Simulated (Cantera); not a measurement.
A Cantera script and what it prints.

```python
import numpy as np
import cantera as ct

gas_names = """
    B BH BH2 BH3 BN BO BO2 B2 B2O B2O2 B2O3 B3O3H3 H HBO HBO2 HNO HNO2 HNO3 HO2 H2 H2O H2O2 H3B3O6 N NH
    NH2 NH3 NH2OH NO NO2 NO3 N2 N2H2 N2H4 N2O O OH O2 O3
""".split()
cond_names = """
    B(b) B(L) BN(s) B2O3(L) B3O3H3(cr) H2O(s) H2O(L)
""".split()


# ... load() reads the species with a 1 bar reference pressure and builds the phases ...
atoms = {
    'B': {'B': 1},
    'H2O': {'H': 2, 'O': 1},
    'N2': {'N': 2},
}
top_T = {'BN(s)': 3200}  # K; cautious upper limits of use, not melting points


# ... equilibrate(T, P, feed) seeds the gas with the atoms and calls Mixture.equilibrate('TP', solver="vcs", rtol=1e-11, max_steps=5000) ...
results = []
feed = {'B': 1, 'H2O': 0.66, 'N2': 1}  # mol
P = 100000  # Pa
for T in [1798, 1823, 1848, 1873, 1898, 1923, 1948, 1973]:
    mix = equilibrate(T, P, feed)
    results.append((T, P, feed, dict(zip(mix.species_names, mix.species_moles))))
    x = sorted(zip(gas.X, gas.species_names), reverse=True)
    print(f"T = {T:g} K  P = {P:g} Pa  gas = {mix.phase_moles(0):.4g} mol")
    print("   x: " + "  ".join(f"{s} {v:.3e}" for v, s in x if v > 0.001))
    print("   condensed (mol): " + ("  ".join(f"{mix.phase(i).name} {mix.phase_moles(i):.4g}"
          for i in range(1, mix.n_phases) if mix.phase_moles(i) > 1e-12) or "none"))
```

Result:

```
T = 1798 K  P = 100000 Pa  gas = 1.394 mol
   x: N2 5.149e-01  H2 4.630e-01  HBO2 1.079e-02  HBO 4.966e-03  B2O3 3.334e-03  H2O 2.560e-03
   condensed (mol): BN(s) 0.5649  B2O3(L) 0.2016
T = 1823 K  P = 100000 Pa  gas = 1.398 mol
   x: N2 5.133e-01  H2 4.600e-01  HBO2 1.240e-02  HBO 6.413e-03  B2O3 4.699e-03  H2O 2.517e-03
   condensed (mol): BN(s) 0.5648  B2O3(L) 0.1974
T = 1848 K  P = 100000 Pa  gas = 1.404 mol
   x: N2 5.113e-01  H2 4.563e-01  HBO2 1.418e-02  HBO 8.217e-03  B2O3 6.559e-03  H2O 2.471e-03
   condensed (mol): BN(s) 0.5646  B2O3(L) 0.192
T = 1873 K  P = 100000 Pa  gas = 1.411 mol
   x: N2 5.088e-01  H2 4.517e-01  HBO2 1.613e-02  HBO 1.045e-02  B2O3 9.069e-03  H2O 2.420e-03
   condensed (mol): BN(s) 0.5641  B2O3(L) 0.1851
T = 1898 K  P = 100000 Pa  gas = 1.421 mol
   x: N2 5.056e-01  H2 4.462e-01  HBO2 1.825e-02  HBO 1.318e-02  B2O3 1.243e-02  H2O 2.364e-03  B2O2 1.245e-03
   condensed (mol): BN(s) 0.5633  B2O3(L) 0.1764
T = 1923 K  P = 100000 Pa  gas = 1.433 mol
   x: N2 5.016e-01  H2 4.393e-01  HBO2 2.054e-02  B2O3 1.688e-02  HBO 1.650e-02  H2O 2.301e-03  B2O2 1.902e-03
   condensed (mol): BN(s) 0.5621  B2O3(L) 0.1652
T = 1948 K  P = 100000 Pa  gas = 1.45 mol
   x: N2 4.965e-01  H2 4.309e-01  HBO2 2.298e-02  B2O3 2.274e-02  HBO 2.049e-02  B2O2 2.876e-03  H2O 2.230e-03
   condensed (mol): BN(s) 0.5603  B2O3(L) 0.1508
T = 1973 K  P = 100000 Pa  gas = 1.471 mol
   x: N2 4.901e-01  H2 4.205e-01  B2O3 3.038e-02  HBO2 2.555e-02  HBO 2.526e-02  B2O2 4.304e-03  H2O 2.149e-03
   condensed (mol): BN(s) 0.5576  B2O3(L) 0.1322
```

These are equilibrium values from Cantera (NASA tables, ideal gas, pure condensed phases), not measurements of a reactor. Mutual solubility and eutectic melting of coexisting phases are not modelled.
